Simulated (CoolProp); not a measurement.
c-C4F8 (RC318) at 300.7 K and 0.182 MPa is throttled through a valve to 0.0774 MPa with no heat exchange. Each further row changes one setting.

Model: reference Helmholtz-energy equation of state, Platzer 1990, in CoolProp. This equation is an older, rougher fit.

| case | temperature change (K) | final density (kg/m³) |
|---|---|---|
| as stated | -1.7 | 6.37 |
| outlet pressure 0.0232 MPa | -2.5 | 1.88 |
| outlet pressure 0.101 MPa | -1.3 | 8.36 |
